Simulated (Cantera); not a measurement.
What does this Cantera script print?

```python
import numpy as np
import cantera as ct

gas_names = """
    Br Br2 H HBr H2 N NH NH2 NH3 N2 N2H2 N2H4 Si SiBr SiBr2 SiBr3 SiBr4 SiH SiHBr3 SiH2 SiH2Br2 SiH3
    SiH3Br SiH4 SiN Si2 Si2N Si3
""".split()
cond_names = """
    Br2(cr) Br2(L) Si(cr) Si(L) Si3N4(a)
""".split()


def load(file, names, dense=False):
    # The tables refer to 1 bar. Condensed volumes are neglected.
    table = {s.name: s for s in ct.Species.list_from_file(file)}
    out = []
    for n in names:
        d = dict(table[n].input_data)
        d["thermo"] = dict(d["thermo"], **{"reference-pressure": 1e5})
        if dense:
            d["equation-of-state"] = {"model": "constant-volume", "density": "1e6 g/cm^3"}
        out.append(ct.Species.from_dict(d))
    return out


gas = ct.Solution(thermo="ideal-gas", species=load("nasa_gas.yaml", gas_names))
cond = {s.name: ct.Solution(thermo="fixed-stoichiometry", species=[s], name=s.name)
        for s in load("nasa_condensed.yaml", cond_names, dense=True)}
atoms = {
    'Si': {'Si': 1},
    'HBr': {'H': 1, 'Br': 1},
    'N2': {'N': 2},
}
top_T = {'Si3N4(a)': 2400}  # K; cautious upper limits of use, not melting points


def equilibrate(T, P, feed):
    n = {}
    for name, mol in feed.items():
        for a, k in atoms[name].items():
            n[a] = n.get(a, 0.0) + k * mol
    gas.TPX = T, P, n
    mass = sum(n.values()) * gas.mean_molecular_weight
    gas.equilibrate("TP")
    valid = [c for c in cond.values() if c.min_temp <= T <= top_T.get(c.name, c.max_temp)]
    mix = ct.Mixture([(gas, mass / gas.mean_molecular_weight)] + [(c, 0.0) for c in valid])
    mix.T, mix.P = T, P
    mix.equilibrate("TP", solver="vcs", rtol=1e-11, max_steps=5000)
    return mix


results = []
feed = {'Si': 1, 'HBr': 2.8, 'N2': 0.43}  # mol
T = 1748  # K
P = 1000  # Pa
mix = equilibrate(T, P, feed)
results.append((T, P, feed, dict(zip(mix.species_names, mix.species_moles))))
print(gas.report(threshold=1e-06))
for i in range(1, mix.n_phases):
    print(f"{mix.phase(i).name:16s} {mix.phase_moles(i):12.5e} mol")
```

It prints:

```
       temperature   1748 K
          pressure   1000 Pa
           density   0.0055716 kg/m^3
  mean mol. weight   80.976 kg/kmol
   phase of matter   gas

                          1 kg             1 kmol
                     ---------------   ---------------
          enthalpy        4.6775e+05        3.7876e+07  J
   internal energy        2.8827e+05        2.3343e+07  J
           entropy            4019.9        3.2552e+05  J/K
    Gibbs function       -6.5591e+06       -5.3113e+08  J
 heat capacity c_p            508.12             41145  J/K
 heat capacity c_v            405.44             32831  J/K

                      mass frac. Y      mole frac. X     chem. pot. / RT
                     ---------------   ---------------   ---------------
                Br          0.036704          0.037196           -23.622
               Br2        3.1478e-05         1.595e-05           -47.244
                 H        1.6128e-05         0.0012956             -12.4
               HBr           0.20559           0.20575           -36.022
                H2         0.0080053           0.32155             -24.8
                N2          0.045169           0.13056           -33.136
                Si        4.3348e-05        0.00012498           -5.2459
              SiBr         0.0024025         0.0018015           -28.868
             SiBr2           0.69553           0.29975            -52.49
             SiBr3         0.0059926          0.001812           -76.112
             SiBr4        0.00042934        9.9988e-05           -99.734
               SiH        3.3892e-06        9.4333e-06           -17.646
            SiHBr3        7.3164e-05         2.204e-05           -88.512
              SiH2        2.1066e-06        5.6669e-06           -30.046
           SiH2Br2        5.5036e-06        2.3467e-06            -77.29
               SiN        1.2178e-06        2.3429e-06           -21.814
              Si2N        2.9737e-06        3.4313e-06            -27.06
     [  +11 minor]        6.3023e-07        7.8075e-07

Br2(L)            0.00000e+00 mol
Si(L)             0.00000e+00 mol
Si3N4(a)          0.00000e+00 mol
```

Equilibrium computed with Cantera from the NASA thermochemical tables; the gas is ideal and each condensed phase is pure. The tables' values for SiBr3, SiBr are old estimates; treat these amounts as uncertain.
